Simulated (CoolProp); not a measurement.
Computed with CoolProp (reference Helmholtz-energy equation of state, Eisenbach 2021).

Question: For propylene glycol, give the phase and the cv (kJ/(kg K)), Joule-Thomson coefficient (K/MPa), expansivity (1/kK), fugacity coefficient at 130.55 °C and 1.45 bar.

Answer: 
- 130.55 °C and 1.45 bar: liquid; cv 2.63, Joule-Thomson coefficient -0.214, expansivity 0.935, fugacity coefficient 0.0864
